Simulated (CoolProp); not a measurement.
Vapour-liquid equilibrium of R1234yf (1) + R227EA (2) at 0.442 MPa; x and y are mole fractions of (1).

The numbers come from the multi-fluid Helmholtz-energy mixture model, Lemmon 2022 and Lemmon 2016; pair parameters Bell 2016 in CoolProp.

```
x      bubble temperature, mixture model (K)  bubble temperature, Raoult's law (K)  y, mixture model  y, Raoult's law
-----  -------------------------------------  ------------------------------------  ----------------  ---------------
0.05                                   296.4                                 296.4             0.070            0.074
0.125                                  295.2                                 295.2             0.170            0.178
0.2                                    294.0                                 294.1             0.264            0.275
0.275                                  292.9                                 292.9             0.352            0.366
0.35                                   291.8                                 291.8             0.435            0.451
0.425                                  290.8                                 290.8             0.514            0.531
0.5                                    289.7                                 289.7             0.589            0.606
0.575                                  288.8                                 288.7             0.660            0.676
0.65                                   287.8                                 287.7             0.727            0.741
0.725                                  286.8                                 286.8             0.792            0.803
0.8                                    285.9                                 285.9             0.852            0.861
0.875                                  285.0                                 284.9             0.910            0.916
0.95                                   284.1                                 284.0             0.965            0.967
```

The largest gap from Raoult's law is -0.1 K in bubble temperature, at x = 0.2. No azeotrope shows between x = 0.05 and 0.95.

The pair parameters rest on a limited set of measurements; away from them the model extrapolates.
